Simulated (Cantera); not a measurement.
A Cantera script and its output.

```python
import numpy as np
import cantera as ct

gas = ct.Solution("gri30.yaml")
gas.TP = 300, 120000
flame = ct.CounterflowDiffusionFlame(gas, width=0.02)
flame.fuel_inlet.X, flame.fuel_inlet.T = {'CH3OH': 1}, 350
flame.oxidizer_inlet.X, flame.oxidizer_inlet.T = {'O2': 0.24, 'N2': 0.76}, 775
flame.set_refine_criteria(ratio=3, slope=0.12, curve=0.24, prune=0.03)
show = ['OH', 'H', 'NO', 'CO', 'C2H2']

rows = []
print(f"{'mdot':>8s}{'a_max':>10s}{'a_mean':>10s}{'Tmax/K':>9s}" + "".join(f"{s:>11s}" for s in show) + "   (peak mole fractions)")
for i, mdot in enumerate([0.3, 0.43, 0.62, 0.88, 1.3, 1.8, 2.6, 3.7, 5.3]):  # kg/m2/s on the oxidiser side
    flame.oxidizer_inlet.mdot, flame.fuel_inlet.mdot = mdot, 1.6 * mdot
    flame.solve(loglevel=0, auto=(i == 0))
    if flame.T.max() < max(350, 775) + 100:
        print(f"{mdot:8.3g}  no burning solution found from the previous one")
        break
    dT = np.abs(np.gradient(flame.T, flame.grid))
    rows.append([flame.strain_rate("max"), flame.strain_rate("mean"), flame.T.max(),
                 *(flame.X[gas.species_index(s)].max() for s in show), max(dT[0], dT[-1]) / dT.max()])
    print(f"{mdot:8.3g}{rows[-1][0]:10.1f}{rows[-1][1]:10.1f}{rows[-1][2]:9.1f}" + "".join(f"{x:11.3e}" for x in rows[-1][3:-1]))
```

Result:

```
    mdot     a_max    a_mean   Tmax/K         OH          H         NO         CO       C2H2   (peak mole fractions)
     0.3     227.9      46.0   2379.1  1.495e-02  7.426e-03  4.388e-04  2.075e-01  1.152e-04
    0.43     315.3      65.9   2340.3  1.524e-02  8.312e-03  3.080e-04  2.058e-01  1.487e-04
    0.62     439.3      95.0   2293.4  1.541e-02  9.266e-03  2.077e-04  2.034e-01  1.895e-04
    0.88     605.1     134.8   2244.6  1.549e-02  1.022e-02  1.432e-04  2.006e-01  2.363e-04
     1.3     866.9     199.2   2189.8  1.547e-02  1.134e-02  9.917e-05  1.975e-01  2.979e-04
     1.8    1172.0     275.8   2148.9  1.552e-02  1.234e-02  7.716e-05  1.956e-01  3.572e-04
     2.6    1652.3     398.4   2093.6  1.521e-02  1.338e-02  5.830e-05  1.920e-01  4.225e-04
     3.7    2310.3     566.9   2039.6  1.470e-02  1.426e-02  4.593e-05  1.882e-01  4.769e-04
     5.3    3261.6     812.1   1986.3  1.405e-02  1.500e-02  3.656e-05  1.841e-01  5.114e-04
```

Computed with Cantera and GRI-Mech 3.0 (53 species, 325 reactions). GRI-Mech 3.0 was tuned for natural gas; its chemistry of methanol as a main component is partial and can be far from experiment. GRI-Mech 3.0 has no aromatics or soot, which form on the fuel side of real flames. The maximum strain rate includes the flame's own expansion and is several times the mean.
